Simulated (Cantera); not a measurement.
An isothermal, constant-pressure homogeneous reactor starts with N2O : N2 = 1 : 0.75 (molar parts), at 1175 K and 1.70 bar. Integrator tolerance rtol = 1e-08.

Model: GRI-Mech 3.0 (53 species, 325 reactions), integrated in Cantera. GRI-Mech 3.0 was tuned for natural gas; its chemistry of N2O as a main component is partial and can be far from experiment. The mechanism lacks the step 2 NO + O2 → 2 NO2, which can matter for NO2 below about 1400 K. The temperature is held fixed by assumption; the heat of reaction is taken as removed at once.

Question: What does this change do: N2 0.75 to 4.6 parts?

Answer: 
```tsv
quantity	before	after
x(N2O) at 20.0 s	0.000589 (gas-phase equilibrium 1.52e-8)	0.000218 (gas-phase equilibrium 1.09e-8)
x(NO) at 20.0 s	0.0263 (gas-phase equilibrium 0.000165)	0.00978 (gas-phase equilibrium 0.000109)
x(O2) at 20.0 s	0.208 (gas-phase equilibrium 0.222)	0.0768 (gas-phase equilibrium 0.0819)
x(NO2) at 20.0 s	0.000622 (gas-phase equilibrium 4.22e-6)	0.000162 (gas-phase equilibrium 1.69e-6)
x(N2) at 20.0 s	0.764 (gas-phase equilibrium 0.778)	0.913 (gas-phase equilibrium 0.918)
```
